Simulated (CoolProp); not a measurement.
Vapour-liquid equilibrium of R1234yf (1) + R134a (2) at 0.35 °C; x and y are mole fractions of (1).

Computed with CoolProp (multi-fluid Helmholtz-energy mixture model, Lemmon 2022 and Tillner-Roth 1994; pair parameters Bell 2022).

Q: Give the bubble pressure and the first vapour's composition at x = 0.2, 0.35, 0.8. Is there an azeotrope?

A: x = 0.2: 3.138 bar, y = 0.233; x = 0.35: 3.220 bar, y = 0.380; x = 0.8: 3.270 bar, y = 0.790. y crosses x between x = 0.65 and 0.725: the model has an azeotrope there.

Pair parameters are fitted to limited data, so mixtures are less certain than the pure fluids.
